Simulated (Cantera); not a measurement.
## Thermal oxidation and active oxidation of silicon: Si + O2 + N2 + N2O

A closed system holds: 1 mol Si, 0.016 mol O2, 780 mol N2, 0.27 mol N2O, held at 1102 °C.

Method: chemical equilibrium by Gibbs-energy minimisation in Cantera with the NASA 1993 tables (ideal gas, pure condensed phases). Candidate condensed phases: Si, SiO2, Si2N2O, Si3N4; 16 gas species. Mutual solubility and eutectic melting of coexisting phases are not modelled. Rates play no part.

```json
[
 {"P (Pa)": "0.100", "x N2": "0.999", "x Si": "0.000411", "x SiO": "0.000387", "x Si2N": "1.20e-6", "x SiN": "9.43e-7", "x Si2": "1.98e-7", "x Si3": "2.70e-8", "n Si(s)": "0.374", "n Si3N4(s)": "0", "n Si2N2O(s)": "0"},
 {"P (Pa)": "2.50", "x N2": "1.000", "x Si": "4.19e-6", "x SiO": "0.000387", "x Si2N": "1.56e-8", "x SiN": "4.81e-8", "x Si2": "5.15e-10", "x Si3": "1.80e-11", "n Si(s)": "0", "n Si3N4(s)": "0.232", "n Si2N2O(s)": "0"},
 {"P (Pa)": "63", "x N2": "1.000", "x Si": "1.93e-8", "x SiO": "8.54e-6", "x Si2N": "4.21e-11", "x SiN": "1.12e-9", "x Si2": "<1e-12", "x Si3": "<1e-12", "n Si(s)": "0", "n Si3N4(s)": "0.134", "n Si2N2O(s)": "0.295"},
 {"P (Pa)": "1600", "x N2": "1.00", "x Si": "8.81e-11", "x SiO": "1.14e-7", "x Si2N": "<1e-12", "x SiN": "2.56e-11", "x Si2": "<1e-12", "x Si3": "<1e-12", "n Si(s)": "0", "n Si3N4(s)": "0.132", "n Si2N2O(s)": "0.302"},
 {"P (Pa)": "40000", "x N2": "1.00", "x Si": "<1e-12", "x SiO": "1.57e-9", "x Si2N": "<1e-12", "x SiN": "<1e-12", "x Si2": "<1e-12", "x Si3": "<1e-12", "n Si(s)": "0", "n Si3N4(s)": "0.132", "n Si2N2O(s)": "0.302"},
 {"P (Pa)": "1000000", "x N2": "1.00", "x Si": "<1e-12", "x SiO": "2.14e-11", "x Si2N": "<1e-12", "x SiN": "<1e-12", "x Si2": "<1e-12", "x Si3": "<1e-12", "n Si(s)": "0", "n Si3N4(s)": "0.132", "n Si2N2O(s)": "0.302"}
]
```
x: gas mole fraction; n: condensed amount in mol.

At 0.100 Pa the condensed part is Si(s). At 2.50 Pa the condensed part is Si3N4(s). From 63.0 Pa to 1000000 Pa the condensed part is Si2N2O(s) + Si3N4(s).
